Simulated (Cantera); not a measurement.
Input: 1 mol B, 0.29 mol N2, 1.1 mol H2O, held at 7.50 Torr.

Method: chemical equilibrium by Gibbs-energy minimisation in Cantera with the NASA 1993 tables (ideal gas, pure condensed phases). Candidate condensed phases: B, BN, B2O3, B3O3H3, H2O; 39 gas species. N2 is the only nitrogen source here; it is nearly inert below about 1500 K, so the nitride shown seldom forms there in practice. Mutual solubility and eutectic melting of coexisting phases are not modelled. The numbers say what is thermodynamically allowed, not how fast it happens.

Problem. Which condensed phases are stable at each of these points (T (°C)): 500, 650, 800, 950, 1100, 1250, 1400, 1550, 1700, 1850, 2000, 2150?

Solution. 
```
T (°C)  condensed phases  B condensed (%)
------  ----------------  ---------------
500      BN(s) + B2O3(l)            100.0
650      BN(s) + B2O3(l)            100.0
800      BN(s) + B2O3(l)            100.0
950      BN(s) + B2O3(l)            100.0
1100     BN(s) + B2O3(l)             99.7
1250     BN(s) + B2O3(l)             97.3
1400     BN(s) + B2O3(l)             73.2
1550               BN(s)             10.5
1700            gas only              0.0
1850            gas only              0.0
2000            gas only              0.0
2150            gas only              0.0
```

From 500 °C to 1400 °C the condensed part is BN(s) + B2O3(l). At 1550 °C the condensed part is BN(s). From 1700 °C to 2150 °C nothing is condensed.
